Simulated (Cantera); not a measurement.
Mixture: CH4 : C2H6 : C3H8 : O2 : N2 = 1 : 0.048 : 0.1 : 1.33 : 4.94 (molar parts), equivalence ratio 2.0, at 0.470 bar, adiabatic and at constant pressure. Ignition delay is the time to a rise of 400 K.

Cantera simulation using GRI-Mech 3.0 (53 species, 325 reactions); the numbers are that mechanism's predictions, not measurements.

```csv
quantity,before,after
delay at 1100 K,93.1 ms,56.0 ms
delay at 1175 K,23.9 ms,15.5 ms
delay at 1250 K,6.84 ms,4.58 ms
delay at 1325 K,2.31 ms,1.54 ms
delay at 1400 K,0.925 ms,0.599 ms
delay at 1475 K,0.433 ms,0.271 ms
apparent activation energy between 1325 and 1475 K,180 kJ/mol,190 kJ/mol
```

### Question
Which change was made?
A. pressure from 0.470 bar to 0.340 bar
B. N2 4.94 to 7.7 parts
C. pressure from 0.470 bar to 1.00 bar
D. pressure from 0.470 bar to 0.640 bar

### Answer
C, pressure from 0.470 bar to 1.00 bar
